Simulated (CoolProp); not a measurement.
Vapour-liquid equilibrium of benzene (1) + n-heptane (2) at 0.148 bar; x and y are mole fractions of (1).

Values from CoolProp's multi-fluid Helmholtz-energy mixture model, Thol 2012 and Span 2003; pair parameters Bell 2016.

Problem. Give the bubble temperature and the first vapour's composition at x = 0.05, 0.5, 0.65. Is there an azeotrope?

Solution. x = 0.05: 315.4 K, y = 0.125; x = 0.5: 304.9 K, y = 0.684; x = 0.65: 303.4 K, y = 0.772. No azeotrope shows between x = 0.05 and 0.95.

Pair parameters are fitted to limited data, so mixtures are less certain than the pure fluids.
